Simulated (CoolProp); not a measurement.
Saturation properties of methanol.

Values from CoolProp's reference Helmholtz-energy equation of state, de Reuck 1993.

```
T (K)  p (MPa)  liquid density (kg/m³)  liquid cp (kJ/(kg K))  surface tension (mN/m)  vapour viscosity (µPa s)  liquid conductivity (mW/(m K))
-----  -------  ----------------------  ---------------------  ----------------------  ------------------------  ------------------------------
356.3   0.2024                   729.3                  2.996                    17.2                      11.4                             189
358.2      ___                   727.3                  3.015                    17.0                      11.4                             189
360.1   0.2307                   725.3                  3.033                    16.8                      11.5                             188
362     0.2460                   723.2                  3.052                    16.6                      11.5                             188
363.9   0.2622                   721.2                  3.072                    16.5                      11.6                             188
365.8   0.2792                   719.1                  3.091                    16.3                      11.6                             187
367.7      ___                   717.0                  3.111                    16.1                      11.7                             187
369.6   0.3160                   714.9                  3.131                    15.9                      11.7                             186
371.5   0.3357                   712.8                  3.151                    15.8                      11.8                             186
373.4      ___                   710.7                    ___                    15.6                      11.8                             186
375.3   0.3783                   708.5                    ___                    15.4                      11.9                             185
377.2   0.4012                   706.3                  3.213                    15.2                      11.9                             185
379.1      ___                   704.2                  3.235                    15.0                      12.0                             185
381     0.4503                   701.9                    ___                    14.8                      12.0                             184
382.9   0.4767                   699.7                  3.278                    14.7                       ___                             184
```

**Question.** What belongs in the gaps?

**Answer.** 
- 358.2, p (MPa): 0.2162
- 367.7, p (MPa): 0.2971
- 373.4, p (MPa): 0.3565
- 373.4, liquid cp (kJ/(kg K)): 3.172
- 375.3, liquid cp (kJ/(kg K)): 3.192
- 379.1, p (MPa): 0.4252
- 381, liquid cp (kJ/(kg K)): 3.256
- 382.9, vapour viscosity (µPa s): 12.1

It boils at 337.6 K under 1 atm.

Viscosity comes from a separate model (Xiang 2006). Thermal conductivity comes from a separate model (Sykioti 2013). Surface tension comes from a separate correlation (Mulero 2012).
